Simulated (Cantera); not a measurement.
Cantera run:

```python
import numpy as np
import cantera as ct

gas_names = """
    SO2 SiO
""".split()
cond_names = """
    Si(cr) Si(L) S(cr1) S(cr2) S(L)
""".split()


# ... load() reads the species with a 1 bar reference pressure and builds the phases ...
species = {s.name: s for s in load("nasa_gas.yaml", gas_names) + load("nasa_condensed.yaml", cond_names)}
# Each term lists the table entries of one substance; the one whose range holds T is used.
reactions = {
    'SO2(g) + 2 Si = S + 2 SiO(g)':
        [(-1, ['SO2']), (-2, ['Si(cr)', 'Si(L)']), (1, ['S(cr1)', 'S(cr2)', 'S(L)']), (2, ['SiO'])],
}


def pick(names, T):
    return next(species[n] for n in names if species[n].thermo.min_temp <= T <= species[n].thermo.max_temp)


results = []
for label, terms in reactions.items():
    print(label)
    print("     T/K   dH/kJ  dS/(J/K)   dG/kJ   log10 K")
    for T in [573, 623, 673, 723, 773, 823, 873, 923, 973, 1023, 1073]:
        used = [(nu, pick(names, T)) for nu, names in terms]
        dH = sum(nu * s.thermo.h(T) for nu, s in used) / 1e6
        dS = sum(nu * s.thermo.s(T) for nu, s in used) / 1e3
        dG = dH - T * dS / 1e3
        logK = -dG * 1e6 / (ct.gas_constant * T * np.log(10))
        results.append((label, T, dH, dS, dG, logK, [s.name for _, s in used]))
        print(f"{T:8g} {dH:8.1f} {dS:8.1f} {dG:8.1f} {logK:8.2f}")
```

Result:

```
SO2(g) + 2 Si = S + 2 SiO(g)
     T/K   dH/kJ  dS/(J/K)   dG/kJ   log10 K
     573    100.1    179.3     -2.6     0.24
     623    100.4    179.7    -11.6     0.97
     673    100.4    179.7    -20.6     1.60
     723    100.3    179.6    -29.5     2.13
     773    100.2    179.4    -38.5     2.60
     823    100.0    179.2    -47.5     3.01
     873     99.9    179.1    -56.4     3.38
     923     99.9    179.0    -65.4     3.70
     973     99.8    179.0    -74.3     3.99
    1023     99.6    178.7    -83.3     4.25
    1073     99.3    178.5    -92.2     4.49
```

Source: NASA polynomial tables (part measured, part estimated), evaluated in Cantera. Condensed species are held in their standard states even where they would react or evaporate.
